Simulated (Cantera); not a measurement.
Ignition delay

Mixture: 37.2 % CO, 2.30 % H2, 1.30 % CH4, 12.4 % O2, 46.8 % N2, equivalence ratio 1.8, at 0.405 atm, adiabatic and at constant pressure. Ignition delay is the time to a rise of 400 K.

Cantera simulation using GRI-Mech 3.0 (53 species, 325 reactions); the numbers are that mechanism's predictions, not measurements. Where the delays flatten at high temperature, the 400 K rule measures the pace of heat release, not the induction time.

```
T0 (K)  delay (ms)
------  ----------
1200         0.432
1275         0.312
1350         0.244
1425         0.205
1500         0.184
1575         0.176
1650         0.177
1725         0.184
1800         0.196
1875         0.211
```
